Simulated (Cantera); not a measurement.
A perfectly stirred reactor is fed with CH₄ : H₂ : O₂ : N₂ = 1 : 0.84 : 5.26 : 19.8 (molar parts), at 4500 Torr; it is adiabatic with a 748 K inlet, and is followed from long to short residence time, starting on the burning branch (τ in s: 0.13, 0.039, 0.011, 0.0033, 0.00096, 0.00028, 8.2e-05, 2.4e-05, 7e-06).

Computed with Cantera and GRI-Mech 3.0 (53 species, 325 reactions).

### Question
Predict: blow-out, bracketed by the residence times tried; x(CH₄) at τ = 0.130 s; x(H₂) at τ = 0.130 s; x(O₂) at τ = 0.130 s; x(NO) at τ = 0.130 s; x(CH₄) at τ = 0.960 ms; x(H₂) at τ = 0.960 ms; x(O₂) at τ = 0.960 ms; x(NO) at τ = 0.960 ms; x(C₂H₄) at τ = 0.960 ms.

### Answer
* **blow-out, bracketed by the residence times tried**: burning at 82.0 µs, out at 24.0 µs
* **x(CH₄) at τ = 0.130 s**: 2.69e-6
* **x(H₂) at τ = 0.130 s**: 1.35e-5
* **x(O₂) at τ = 0.130 s**: 0.107
* **x(NO) at τ = 0.130 s**: 2.01e-5
* **x(CH₄) at τ = 0.960 ms**: 9.20e-5
* **x(H₂) at τ = 0.960 ms**: 0.000276
* **x(O₂) at τ = 0.960 ms**: 0.108
* **x(NO) at τ = 0.960 ms**: 5.72e-6
* **x(C₂H₄) at τ = 0.960 ms**: 8.46e-8
